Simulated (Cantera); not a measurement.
Cantera run:

```python
import numpy as np
import cantera as ct

gas_names = """
    CL CL2 H HCL H2 Si SiCL SiCL2 SiCL3 SiCL4 SiH SiHCL3 SiH2 SiH2CL2 SiH3 SiH3CL SiH4 Si2 Si3
""".split()
cond_names = """
    Si(cr) Si(L)
""".split()


# ... load() reads the species with a 1 bar reference pressure and builds the phases ...
atoms = {
    'SiH4': {'Si': 1, 'H': 4},
    'HCl': {'H': 1, 'CL': 1},
    'H2': {'H': 2},
}
top_T = {}  # K; cautious upper limits of use, not melting points


# ... equilibrate(T, P, feed) seeds the gas with the atoms and calls Mixture.equilibrate('TP', solver="vcs", rtol=1e-11, max_steps=5000) ...
results = []
feed = {'SiH4': 1, 'HCl': 1.9, 'H2': 9.3}  # mol
T = 2475  # K
P = 30000  # Pa
mix = equilibrate(T, P, feed)
results.append((T, P, feed, dict(zip(mix.species_names, mix.species_moles))))
x = sorted(zip(gas.X, gas.species_names), reverse=True)
print(f"T = {T:g} K  P = {P:g} Pa  gas = {mix.phase_moles(0):.4g} mol")
print("   x: " + "  ".join(f"{s} {v:.3e}" for v, s in x if v > 0.0001))
print("   condensed (mol): " + ("  ".join(f"{mix.phase(i).name} {mix.phase_moles(i):.4g}"
      for i in range(1, mix.n_phases) if mix.phase_moles(i) > 1e-12) or "none"))
```

Result:

```
T = 2475 K  P = 30000 Pa  gas = 13.7 mol
   x: H2 8.253e-01  HCL 9.731e-02  H 3.732e-02  SiCL2 1.726e-02  Si 1.310e-02  SiCL 3.574e-03  CL 3.117e-03  SiH 1.790e-03  SiH2 7.706e-04  Si2 3.369e-04
   condensed (mol): Si(L) 0.4876
```

Cantera equilibrium calculation (NASA polynomials, part measured and part estimated; ideal gas, pure solids and liquids). The tables' values for SiCl, SiCl3 are old estimates; treat these amounts as uncertain. Gases not in the tables: Si2H6 and higher silanes.
